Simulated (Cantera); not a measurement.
Feed: 1 mol V, 0.71 mol N2, 14 mol H2, at 650 °C and 218 Torr.

Equilibrium computed with Cantera from the NASA thermochemical tables; the gas is ideal and each condensed phase is pure. Candidate condensed phases: V, VN; 11 gas species. VN: taken at fixed stoichiometry. Condensed phases not in the tables: V2N. Kinetics and transport are ignored.

Problem. What is the equilibrium state?

Solution. 
- x(H2): 0.985
- x(N2): 0.0148
- x(NH3): 3.48e-5
- n(VN(s)): 1.00 mol
- gas amount: 14.21 mol
- log10 activity of V(s) (absent): -6.61
